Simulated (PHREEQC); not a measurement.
Dissolve 0.0018 mol/kgw HBr, 0.00176 mol/kgw CaCl2 and 0.00015 mol/kgw MgCl2 at 25 °C. Closed to the air; pH follows from the charge balance.

All values are PHREEQC results (ion-association model, phreeqc.dat), not measurements.

Problem. The ionic strength comes out as 0.00753 mol/kgw. What activity coefficients do H+, Br-, Ca+2, Cl-, Mg+2 get?

Solution. H+ 0.92, Br- 0.91, Ca+2 0.70, Cl- 0.91, Mg+2 0.70.

This is a speciation only: nothing precipitates in the calculation.
